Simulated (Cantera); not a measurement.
Cantera run:

```python
import numpy as np
import cantera as ct

gas_names = """
    B BH BH2 BH3 BO BO2 B2 B2O B2O2 B2O3 B3O3H3 H HBO HBO2 HO2 H2 H2O H2O2 H3B3O6 O OH O2 O3
""".split()
cond_names = """
    B(b) B(L) B2O3(L) B3O3H3(cr) H2O(s) H2O(L)
""".split()


# ... load() reads the species with a 1 bar reference pressure and builds the phases ...
atoms = {
    'B': {'B': 1},
    'O2': {'O': 2},
    'H2': {'H': 2},
}
top_T = {}  # K; cautious upper limits of use, not melting points


# ... equilibrate(T, P, feed) seeds the gas with the atoms and calls Mixture.equilibrate('TP', solver="vcs", rtol=1e-11, max_steps=5000) ...
results = []
feed = {'B': 1, 'O2': 0.13, 'H2': 20}  # mol
T = 2300  # K
P = 4600  # Pa
mix = equilibrate(T, P, feed)
results.append((T, P, feed, dict(zip(mix.species_names, mix.species_moles))))
x = sorted(zip(gas.X, gas.species_names), reverse=True)
print(f"T = {T:g} K  P = {P:g} Pa  gas = {mix.phase_moles(0):.4g} mol")
print("   x: " + "  ".join(f"{s} {v:.3e}" for v, s in x if v > 0.001))
print("   condensed (mol): " + ("  ".join(f"{mix.phase(i).name} {mix.phase_moles(i):.4g}"
      for i in range(1, mix.n_phases) if mix.phase_moles(i) > 1e-12) or "none"))
```

It prints:

```
T = 2300 K  P = 4600 Pa  gas = 20.63 mol
   x: H2 9.415e-01  H 4.378e-02  HBO 8.036e-03  BO 4.191e-03  BH2 1.958e-03
   condensed (mol): B(b) 0.6916
```

Method: chemical equilibrium by Gibbs-energy minimisation in Cantera with the NASA 1993 tables (ideal gas, pure condensed phases). The tables' values for BH2 are old estimates; treat these amounts as uncertain. Gases not in the tables: B2H6 and higher boranes.
